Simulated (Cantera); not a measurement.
## Equilibrium for calcination and drying: MgSO₄ + C + O₂

Input: 1 mol MgSO₄, 0.46 mol C, 0.71 mol O₂, equilibrated at 6.40 mbar.

Equilibrium computed with Cantera from the NASA thermochemical tables; the gas is ideal and each condensed phase is pure. Candidate condensed phases: C, Mg, MgCO₃, MgO, MgS, MgSO₄, S; 26 gas species. Mutual solubility and eutectic melting of coexisting phases are not modelled. Equilibrium is a limit: real reactors are often held back by kinetics, nucleation or transport.

```csv
T (°C),x CO₂,x SO₂,x O₂,x SO₃,x CO,n MgO(s),n MgSO₄(s)
677,0.647,0.000860,0.352,0.000137,1.39e-10,0.000709,0.999
777,0.568,0.0797,0.348,0.00389,3.69e-9,0.0677,0.932
877,0.209,0.446,0.337,0.00812,2.30e-8,1.00,0
977,0.209,0.450,0.338,0.00365,2.42e-7,1.00,0
1077,0.208,0.451,0.339,0.00184,1.79e-6,1.00,0
1177,0.208,0.452,0.339,0.00102,1.01e-5,1.00,0
1277,0.208,0.452,0.339,0.000615,4.52e-5,1.00,0
1377,0.208,0.452,0.339,0.000393,0.000168,1.00,0
1477,0.208,0.452,0.339,0.000265,0.000538,1.00,0
1577,0.206,0.451,0.339,0.000186,0.00151,1.000,0
1677,0.204,0.450,0.339,0.000136,0.00377,1.000,0
```
x: gas mole fraction; n: condensed amount in mol.

From 677 °C to 777 °C the condensed part is MgO(s) + MgSO₄(s). From 877 °C to 1677 °C the condensed part is MgO(s).
